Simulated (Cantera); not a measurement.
Thermodynamics of chlorosilane synthesis and conversion, feed SiCl4 + HCl + H2

Input: 1 mol SiCl4, a varied amount of HCl, 8.3 mol H2, at 1102 °C and 22.0 bar.

Method: chemical equilibrium by Gibbs-energy minimisation in Cantera with the NASA 1993 tables (ideal gas, pure condensed phases). Candidate condensed phases: Si; 19 gas species. The tables' values for SiCl3 are old estimates; treat these amounts as uncertain. Kinetics and transport are ignored.

From 0.59 mol HCl to 5.9 mol HCl nothing is condensed. The main Si-bearing gas is SiCl4 throughout.

```json
[
 {"n(HCl) (mol)": "0.59", "x H2": "0.797", "x HCl": "0.102", "x SiCl4": "0.0620", "x SiHCl3": "0.0309", "x SiCl3": "0.00419", "x SiH2Cl2": "0.00229"},
 {"n(HCl) (mol)": "0.75", "x H2": "0.788", "x HCl": "0.113", "x SiCl4": "0.0639", "x SiHCl3": "0.0285", "x SiCl3": "0.00388", "x SiH2Cl2": "0.00188"},
 {"n(HCl) (mol)": "0.94", "x H2": "0.777", "x HCl": "0.126", "x SiCl4": "0.0656", "x SiHCl3": "0.0258", "x SiCl3": "0.00355", "x SiH2Cl2": "0.00151"},
 {"n(HCl) (mol)": "1.2", "x H2": "0.761", "x HCl": "0.144", "x SiCl4": "0.0673", "x SiHCl3": "0.0228", "x SiCl3": "0.00316", "x SiH2Cl2": "0.00114"},
 {"n(HCl) (mol)": "1.5", "x H2": "0.744", "x HCl": "0.164", "x SiCl4": "0.0685", "x SiHCl3": "0.0198", "x SiCl3": "0.00278", "x SiH2Cl2": "0.000849"},
 {"n(HCl) (mol)": "1.9", "x H2": "0.720", "x HCl": "0.190", "x SiCl4": "0.0691", "x SiHCl3": "0.0167", "x SiCl3": "0.00238", "x SiH2Cl2": "0.000597"},
 {"n(HCl) (mol)": "2.4", "x H2": "0.693", "x HCl": "0.222", "x SiCl4": "0.0690", "x SiHCl3": "0.0137", "x SiCl3": "0.00200", "x SiH2Cl2": "0.000405"},
 {"n(HCl) (mol)": "3", "x H2": "0.661", "x HCl": "0.257", "x SiCl4": "0.0680", "x SiHCl3": "0.0111", "x SiCl3": "0.00166", "x SiH2Cl2": "0.000271"},
 {"n(HCl) (mol)": "3.7", "x H2": "0.628", "x HCl": "0.295", "x SiCl4": "0.0662", "x SiHCl3": "0.00898", "x SiCl3": "0.00137", "x SiH2Cl2": "0.000180"},
 {"n(HCl) (mol)": "4.7", "x H2": "0.585", "x HCl": "0.344", "x SiCl4": "0.0632", "x SiHCl3": "0.00686", "x SiCl3": "0.00109", "x SiH2Cl2": "0.000110"},
 {"n(HCl) (mol)": "5.9", "x H2": "0.540", "x HCl": "0.394", "x SiCl4": "0.0596", "x SiHCl3": "0.00520", "x SiCl3": "0.000857", "x SiH2Cl2": "6.74e-5"}
]
```
x: gas mole fraction; nothing condenses.
